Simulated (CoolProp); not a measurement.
Vapour pressure (kPa) of R1132(E): the reference equation beside estimates from Tc = 348.8 K, pc = 5174 kPa, ω = 0.245.

Model: reference Helmholtz-energy equation of state, Akasaka 2024, in CoolProp.

```
T (K)  reference  Lee-Kesler  van der Waals  Soave-Redlich-Kwong  Peng-Robinson
-----  ---------  ----------  -------------  -------------------  -------------
255.7      455.5       456.4           1307                456.4          452.8
264.5      617.9       619.5           1541                620.3          613.9
273.4      822.6       824.9           1803                827.7          817.8
282.2       1071        1074           2088                 1080           1066
291         1371        1373           2401                 1385           1367
299.8       1729        1731           2741                 1749           1727
308.7       2158        2158           3114                 2185           2159
317.5       2654        2653           3512                 2688           2661
326.3       3231        3231           3940                 3271           3245
335.2       3909        3911           4403                 3949           3927
```

Absolute difference from the reference over all 10 rows, mean and median: Lee-Kesler 0.1 and 0.1 %, van der Waals 79.5 and 66.8 %, Soave-Redlich-Kwong 0.9 and 1.0 %, Peng-Robinson 0.4 and 0.4 %.
